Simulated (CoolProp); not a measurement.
Vapour-liquid equilibrium of hydrogen sulfide (1) + toluene (2) at 0.369 MPa; x and y are mole fractions of (1).

Values from CoolProp's multi-fluid Helmholtz-energy mixture model, Lemmon 2006 and Lemmon 2006; pair parameters Bell 2016.

Give the bubble temperature and the first vapour's composition at x = 0.125, 0.275, 0.725. Is there an azeotrope?

x = 0.125: 319.6 K, y = 0.972; x = 0.275: 287.1 K, y = 0.995; x = 0.725: 252.8 K, y = 1.000. No azeotrope shows between x = 0.05 and 0.95.

Pair parameters are fitted to limited data, so mixtures are less certain than the pure fluids.
